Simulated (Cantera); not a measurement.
Mixture: CH₄ : O₂ : N₂ : H₂O = 1 : 3.23 : 12.1 : 2 (molar parts), at 0.880 bar, adiabatic and at constant pressure. Ignition delay is the time to a rise of 400 K.

Cantera simulation using GRI-Mech 3.0 (53 species, 325 reactions); the numbers are that mechanism's predictions, not measurements.

**Question.** What does this change do: CH4 1 to 2.9 parts?

**Answer.** 
| quantity | before | after |
|---|---|---|
| delay at 1198 K | 51.3 ms | 93.7 ms |
| delay at 1348 K | 7.26 ms | 13.0 ms |
| delay at 1498 K | 1.35 ms | 2.19 ms |
| delay at 1648 K | 0.349 ms | 0.482 ms |
| delay at 1798 K | 0.122 ms | 0.147 ms |
| apparent activation energy between 1723 and 1873 K | 170 kJ/mol | 190 kJ/mol |
